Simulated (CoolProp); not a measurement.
Vapour-liquid equilibrium of hydrogen sulfide (1) + isobutane (2) at 276.9 K; x and y are mole fractions of (1).

Values from CoolProp's multi-fluid Helmholtz-energy mixture model, Lemmon 2006 and Bücker 2006; pair parameters Kunz 2012.

**Question.** Give the bubble pressure and the first vapour's composition at x = 0.35, 0.8, 0.95. Is there an azeotrope?

**Answer.** x = 0.35: 6.675 bar, y = 0.791; x = 0.8: 10.11 bar, y = 0.929; x = 0.95: 11.14 bar, y = 0.979. No azeotrope shows between x = 0.05 and 0.95.

Pair parameters are fitted to limited data, so mixtures are less certain than the pure fluids.
